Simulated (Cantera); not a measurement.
# Premixed flame

A freely propagating, adiabatic, planar premixed flame of CH4 : O2 : N2 : H2O = 1 : 2.06 : 7.75 : 0.25 (molar parts), equivalence ratio 0.97, unburnt at 325 K and 5.00 bar; mixture-averaged transport, grid criteria slope 0.08 and curve 0.16, no radiation.

Model: GRI-Mech 3.0 (53 species, 325 reactions), integrated in Cantera. Burning velocities carry a grid error of a few per cent, more on coarse grids.

| z (mm) | T (K) | u (m/s) | x CH4 | x O2 | x H2O | x NO2 | x C2H6 | x NO |
|---|---|---|---|---|---|---|---|---|
| -0.508 | 325 | 0.190 | 0.0904 | 0.186 | 0.0226 | <1e-8 | <1e-8 | <1e-8 |
| -0.339 | 328 | 0.192 | 0.0901 | 0.186 | 0.0230 | <1e-8 | 2.58e-7 | <1e-8 |
| -0.254 | 343 | 0.201 | 0.0890 | 0.185 | 0.0250 | 6.55e-8 | 2.32e-6 | <1e-8 |
| -0.169 | 454 | 0.267 | 0.0825 | 0.177 | 0.0387 | 6.53e-7 | 3.60e-5 | 1.43e-7 |
| -0.0847 | 960 | 0.570 | 0.0536 | 0.133 | 0.0926 | 2.10e-6 | 0.000389 | 3.40e-6 |
| -0.0423 | 1397 | 0.833 | 0.0275 | 0.0896 | 0.135 | 7.25e-7 | 0.000633 | 9.63e-6 |
| 0 | 1813 | 1.08 | 0.00427 | 0.0427 | 0.174 | 4.84e-8 | 5.96e-5 | 1.77e-5 |
| 0.0423 | 1978 | 1.17 | 7.68e-5 | 0.0218 | 0.187 | 2.44e-8 | 2.13e-8 | 2.64e-5 |
| 0.0847 | 2045 | 1.21 | 8.86e-7 | 0.0164 | 0.190 | 2.73e-8 | <1e-8 | 3.12e-5 |
| 0.169 | 2113 | 1.24 | <1e-8 | 0.0127 | 0.194 | 2.99e-8 | <1e-8 | 3.63e-5 |
| 0.339 | 2165 | 1.27 | <1e-8 | 0.00995 | 0.197 | 3.14e-8 | <1e-8 | 4.24e-5 |
| 0.678 | 2194 | 1.28 | <1e-8 | 0.00835 | 0.200 | 3.13e-8 | <1e-8 | 5.01e-5 |
| 1.36 | 2207 | 1.29 | <1e-8 | 0.00764 | 0.200 | 3.38e-8 | <1e-8 | 6.14e-5 |
x: mole fraction of selected species; z is measured from the peak of heat release.

```yaml
laminar_burning_velocity: 18.9 cm/s
thermal_thickness: 0.169 mm
peak x(C2H6): 0.000640
grid_points: 144
```
